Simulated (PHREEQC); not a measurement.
A column of 1 m (30 cells, dispersivity 0.035 m, 60 s a shift, diffusion coefficient 3e-10 m²/s) holds 0.0081 eq of the database's cation exchanger X per kg of pore water, first in equilibrium with 4 mmol/kgw MnCl2 and 0.01 mmol/kgw HCl. It is flushed with 0.0081 mol CdCl2 and 1e-05 mol HCl per kg of water, at 40 °C. Values are for the last cell. No CO2 enters from the air. Nothing may precipitate in this run.

All values are PHREEQC results (ion-association model, phreeqc.dat), not measurements.

Predict Cd in solution (mol/kgw), Mn in solution (mol/kgw) at pore volumes = 0.8167, 2.683, 3.75.


```
pore volumes  Cd in solution (mol/kgw)  Mn in solution (mol/kgw)
------------  ------------------------  ------------------------
0.8167                         3.10e-5                   0.00505
2.683                          0.00803                   7.45e-5
3.75                           0.00810                   1.13e-6
```

Species that the database lacks are ignored. Away from 25 °C the constants follow the database's enthalpies or fits; those with neither stay at their 25 °C values.
